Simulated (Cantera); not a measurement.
Feed: 1 mol Hg, 0.22 mol O2, 0.78 mol N2, equilibrated at 1275 °C and 0.100 bar.

Cantera equilibrium calculation (NASA polynomials, part measured and part estimated; ideal gas, pure solids and liquids). Candidate condensed phases: Hg, HgO; 10 gas species. The numbers say what is thermodynamically allowed, not how fast it happens.

Base state: Hg 0.500, N2 0.390, O2 0.110, NO 0.000780 (mole fractions); condensed: gas only.

What changes in the equilibrium state with this change: Hg replaced by Fe(CO)5?


```tsv
species	before	after
CO	0	0.789
N2	0.390	0.135
CO2	0	0.0761
Hg	0.500	0
O2	0.110	<1e-9
NO	0.000780	4.16e-9
Fe(γ), mol	0	1.000
```
Further candidate phases: C, Fe, Fe(CO)5, FeO, Fe2O3, Fe3O4.
